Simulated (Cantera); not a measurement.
**Ammonia decomposition in nitride growth gas**

An isothermal, constant-pressure homogeneous reactor starts with NH₃ : H₂ = 1 : 0.14 (molar parts), at 2248 K and 0.0263 atm.

Cantera simulation using the gas-phase N/H chemistry of the illustrative SiF4/NH3 mechanism in the Surface Chemkin manual (1991); the numbers are that mechanism's predictions, not measurements. Walls and surfaces, which speed up NH3 decomposition in real reactors, are not modelled.

```
t (s)        x NH₃   x H₂       x N       x H     x NH₂
--------  --------  -----  --------  --------  --------
5.00e-6      0.877  0.123    <1e-12   3.99e-6   2.33e-5
1.66e-5      0.877  0.123  5.97e-12   6.73e-6   8.39e-5
5.52e-5      0.877  0.123  6.89e-10   1.57e-5  0.000285
0.000183     0.876  0.123   5.40e-8   4.53e-5  0.000939
0.000610     0.872  0.125   1.12e-6  0.000131   0.00275
0.00203      0.855  0.136   2.79e-6  0.000208   0.00392
0.00673      0.799  0.177   3.38e-6  0.000269   0.00367
0.0224       0.646  0.290   4.52e-6  0.000447   0.00306
0.0743       0.350  0.508   5.81e-6  0.000913   0.00195
0.247       0.0715  0.712   6.39e-6   0.00209  0.000654
0.820     0.000146  0.753   4.83e-6    0.0154   9.35e-6
2.73       3.93e-7  0.732   2.19e-7    0.0385   6.47e-8
9.06       1.20e-7  0.732   6.88e-8    0.0388   2.00e-8
30.1       1.12e-7  0.732   6.37e-8    0.0388   1.85e-8
100        1.12e-7  0.732   6.37e-8    0.0388   1.85e-8
```
x: mole fraction; the columns are a selection and need not sum to one.

Equilibrium at this temperature and pressure: NH₃ 1.12e-7, H₂ 0.732, N 6.37e-8, H 0.0388, NH₂ 1.85e-8 (gas phase only).
